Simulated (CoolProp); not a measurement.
Properties of propylene along the isotherm 376.8 K.

Values from CoolProp's reference Helmholtz-energy equation of state, Lemmon 2013.

```json
[
 {"p (kPa)": "21.6", "phase": "gas", "cp (kJ/(kg K))": "1.827", "cv (kJ/(kg K))": "1.628", "Joule-Thomson coefficient (K/MPa)": "8.674", "isothermal compressibility (1/MPa)": "46.36", "conductivity (mW/(m K))": "25.9", "fugacity coefficient": "0.9985"},
 {"p (kPa)": "31.7", "phase": "gas", "cp (kJ/(kg K))": "1.828", "cv (kJ/(kg K))": "1.628", "Joule-Thomson coefficient (K/MPa)": "8.680", "isothermal compressibility (1/MPa)": "31.61", "conductivity (mW/(m K))": "25.9", "fugacity coefficient": "0.9979"},
 {"p (kPa)": "46.5", "phase": "gas", "cp (kJ/(kg K))": "1.829", "cv (kJ/(kg K))": "1.629", "Joule-Thomson coefficient (K/MPa)": "8.689", "isothermal compressibility (1/MPa)": "21.57", "conductivity (mW/(m K))": "25.9", "fugacity coefficient": "0.9968"},
 {"p (kPa)": "68.3", "phase": "gas", "cp (kJ/(kg K))": "1.831", "cv (kJ/(kg K))": "1.629", "Joule-Thomson coefficient (K/MPa)": "8.702", "isothermal compressibility (1/MPa)": "14.71", "conductivity (mW/(m K))": "25.9", "fugacity coefficient": "0.9954"},
 {"p (kPa)": "100", "phase": "gas", "cp (kJ/(kg K))": "1.833", "cv (kJ/(kg K))": "1.630", "Joule-Thomson coefficient (K/MPa)": "8.721", "isothermal compressibility (1/MPa)": "10.07", "conductivity (mW/(m K))": "26.0", "fugacity coefficient": "0.9932"},
 {"p (kPa)": "147", "phase": "gas", "cp (kJ/(kg K))": "1.837", "cv (kJ/(kg K))": "1.631", "Joule-Thomson coefficient (K/MPa)": "8.749", "isothermal compressibility (1/MPa)": "6.872", "conductivity (mW/(m K))": "26.0", "fugacity coefficient": "0.9901"},
 {"p (kPa)": "216", "phase": "gas", "cp (kJ/(kg K))": "1.843", "cv (kJ/(kg K))": "1.633", "Joule-Thomson coefficient (K/MPa)": "8.790", "isothermal compressibility (1/MPa)": "4.700", "conductivity (mW/(m K))": "26.1", "fugacity coefficient": "0.9854"},
 {"p (kPa)": "317", "phase": "gas", "cp (kJ/(kg K))": "1.852", "cv (kJ/(kg K))": "1.635", "Joule-Thomson coefficient (K/MPa)": "8.852", "isothermal compressibility (1/MPa)": "3.226", "conductivity (mW/(m K))": "26.3", "fugacity coefficient": "0.9786"},
 {"p (kPa)": "465", "phase": "gas", "cp (kJ/(kg K))": "1.866", "cv (kJ/(kg K))": "1.639", "Joule-Thomson coefficient (K/MPa)": "8.945", "isothermal compressibility (1/MPa)": "2.223", "conductivity (mW/(m K))": "26.5", "fugacity coefficient": "0.9687"},
 {"p (kPa)": "683", "phase": "gas", "cp (kJ/(kg K))": "1.888", "cv (kJ/(kg K))": "1.645", "Joule-Thomson coefficient (K/MPa)": "9.087", "isothermal compressibility (1/MPa)": "1.540", "conductivity (mW/(m K))": "26.8", "fugacity coefficient": "0.9541"},
 {"p (kPa)": "1000", "phase": "gas", "cp (kJ/(kg K))": "1.924", "cv (kJ/(kg K))": "1.654", "Joule-Thomson coefficient (K/MPa)": "9.303", "isothermal compressibility (1/MPa)": "1.080", "conductivity (mW/(m K))": "27.3", "fugacity coefficient": "0.9331"},
 {"p (kPa)": "1470", "phase": "gas", "cp (kJ/(kg K))": "1.987", "cv (kJ/(kg K))": "1.670", "Joule-Thomson coefficient (K/MPa)": "9.651", "isothermal compressibility (1/MPa)": "0.7675", "conductivity (mW/(m K))": "28.1", "fugacity coefficient": "0.9022"},
 {"p (kPa)": "2160", "phase": "gas", "cp (kJ/(kg K))": "2.110", "cv (kJ/(kg K))": "1.696", "Joule-Thomson coefficient (K/MPa)": "10.23", "isothermal compressibility (1/MPa)": "0.5646", "conductivity (mW/(m K))": "29.6", "fugacity coefficient": "0.8574"},
 {"p (kPa)": "3170", "phase": "gas", "cp (kJ/(kg K))": "2.416", "cv (kJ/(kg K))": "1.746", "Joule-Thomson coefficient (K/MPa)": "11.25", "isothermal compressibility (1/MPa)": "0.4515", "conductivity (mW/(m K))": "32.9", "fugacity coefficient": "0.7925"},
 {"p (kPa)": "4650", "phase": "supercritical", "cp (kJ/(kg K))": "4.038", "cv (kJ/(kg K))": "1.874", "Joule-Thomson coefficient (K/MPa)": "12.94", "isothermal compressibility (1/MPa)": "0.5144", "conductivity (mW/(m K))": "44.1", "fugacity coefficient": "0.6969"},
 {"p (kPa)": "6830", "phase": "supercritical", "cp (kJ/(kg K))": "4.939", "cv (kJ/(kg K))": "1.878", "Joule-Thomson coefficient (K/MPa)": "3.292", "isothermal compressibility (1/MPa)": "0.1063", "conductivity (mW/(m K))": "76.5", "fugacity coefficient": "0.5472"}
]
```

Thermal conductivity comes from a separate model (Huber 2003), an estimate that may be off by 10 % or more.
